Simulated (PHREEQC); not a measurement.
A solution holds 170 mmol/kgw CuCl2 and 0.2 mmol/kgw HBF4, at 63 °C. Closed to the air; pH follows from the charge balance.

The numbers come from PHREEQC with the ion-association model, wateq4f.dat.

Each row changes one thing in this solution. Precipitation was switched off in this run.

```tsv
case	pH	ionic strength (mol/kgw)	Cl- (mol/kgw)	Cu+2 (mol/kgw)	CuCl+ (mol/kgw)	CuCl2 (mol/kgw)	SI of Atacamite (Cu2(OH)3Cl)	SI of Tenorite (CuO)
as made	3.38	0.338	0.251	0.0865	0.0773	0.00599	+0.23	-1.26
CuCl2 from 0.17 to 0.187 mol/kgw	3.37	0.365	0.272	0.0922	0.0874	0.00718	+0.29	-1.25
temperature from 63 to 90 °C	3.42	0.269	0.215	0.0536	0.107	0.00901	+0.78	-0.65
temperature from 63 to 40 °C	3.33	0.406	0.286	0.119	0.0471	0.00330	-0.44	-1.93
temperature from 63 to 20 °C	3.31	0.457	0.313	0.144	0.0242	0.00149	-1.21	-2.63
diluted 10-fold with water	4.06	0.0452	0.0311	0.0140	0.00286	4.46e-5	+0.44	-0.41
```

Species that the database lacks are ignored. Some of these states are supersaturated (in Atacamite, for instance). Away from 25 °C the constants follow the database's enthalpies or fits; those with neither stay at their 25 °C values. Real BF4- forms and hydrolyses slowly; the run takes it at equilibrium.
